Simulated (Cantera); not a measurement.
## Adiabatic ignition

An adiabatic, constant-volume homogeneous reactor starts with CH₃OH : O₂ : N₂ : H₂O = 1 : 1.15 : 4.34 : 0.28 (molar parts), equivalence ratio 1.3, at 1023 K and 1000000 Pa.

Cantera simulation using GRI-Mech 3.0 (53 species, 325 reactions); the numbers are that mechanism's predictions, not measurements. GRI-Mech 3.0 was tuned for natural gas; its chemistry of methanol as a main component is partial and can be far from experiment.

```tsv
t (s)	T (K)	P (bar)	x CH₃OH	x O₂	x H₂O	x CO	x CH₂	x HO₂	x HCO
4.00e-6	1023	10.0	0.148	0.170	0.0414	5.55e-11	<1e-12	2.89e-10	<1e-12
1.51e-5	1023	10.0	0.148	0.170	0.0414	2.10e-10	<1e-12	1.26e-9	<1e-12
5.71e-5	1023	10.0	0.148	0.170	0.0414	7.95e-10	<1e-12	5.18e-9	<1e-12
0.000216	1023	10.0	0.148	0.170	0.0414	3.02e-9	<1e-12	2.01e-8	<1e-12
0.000816	1023	10.0	0.148	0.170	0.0414	1.16e-8	<1e-12	7.63e-8	<1e-12
0.00309	1023	10.0	0.148	0.170	0.0414	4.63e-8	<1e-12	2.84e-7	<1e-12
0.0117	1023	10.0	0.148	0.170	0.0414	2.57e-7	<1e-12	1.07e-6	<1e-12
0.0441	2849	31.6	<1e-12	0.00121	0.257	0.0636	2.52e-12	2.52e-6	5.87e-7
0.167	2849	31.6	<1e-12	0.00121	0.257	0.0636	2.52e-12	2.52e-6	5.87e-7
0.630	2849	31.6	<1e-12	0.00121	0.257	0.0636	2.52e-12	2.52e-6	5.87e-7
2.38	2849	31.6	<1e-12	0.00121	0.257	0.0636	2.52e-12	2.52e-6	5.87e-7
9.00	2849	31.6	<1e-12	0.00121	0.257	0.0636	2.52e-12	2.52e-6	5.87e-7
```
x: mole fraction; the columns are a selection and need not sum to one.

The time of steepest temperature rise comes out as 43.6 ms. The temperature at 9.00 s is 2849 K, the equilibrium temperature is 2849 K and the x(CH₃OH) at 9.00 s comes out as <1e-12 (gas-phase equilibrium <1e-12). The x(O₂) at 9.00 s comes out as 0.00121 (gas-phase equilibrium 0.00121) and the x(H₂O) at 9.00 s is 0.257 (gas-phase equilibrium 0.257).
